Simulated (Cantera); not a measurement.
An adiabatic, constant-pressure homogeneous reactor starts with CH4 : O2 : N2 = 1 : 4.65 : 17.5 (molar parts), equivalence ratio 0.43, at 1448 K and 0.720 bar. Integrator tolerance rtol = 1e-08.

Detailed kinetics in Cantera: GRI-Mech 3.0 (53 species, 325 reactions).

| quantity | before | after |
|---|---|---|
| time of steepest temperature rise | 1.89 ms | 2.33 ms |
| temperature at 5.00 s | 2280 K | 2604 K |
| equilibrium temperature | 2280 K | 2604 K |
| x(CH4) at 5.00 s | <1e-12 (gas-phase equilibrium <1e-12) | <1e-12 (gas-phase equilibrium <1e-12) |
| x(O2) at 5.00 s | 0.108 (gas-phase equilibrium 0.108) | 0.0439 (gas-phase equilibrium 0.0439) |
| x(HCN) at 5.00 s | <1e-12 (gas-phase equilibrium <1e-12) | 1.11e-10 (gas-phase equilibrium 1.11e-10) |
| x(NO) at 5.00 s | 0.0105 (gas-phase equilibrium 0.0105) | 0.0119 (gas-phase equilibrium 0.0119) |
| x(H2O2) at 5.00 s | 9.67e-8 (gas-phase equilibrium 9.67e-8) | 2.01e-7 (gas-phase equilibrium 2.01e-7) |

**Question.** Name the change that produced these shifts.
A) CH4 1 to 1.8 parts
B) pressure from 0.720 bar to 1.20 bar
C) initial temperature 1448 to 1375 K
D) CH4 1 to 2.4 parts

**Answer.** A, CH4 1 to 1.8 parts
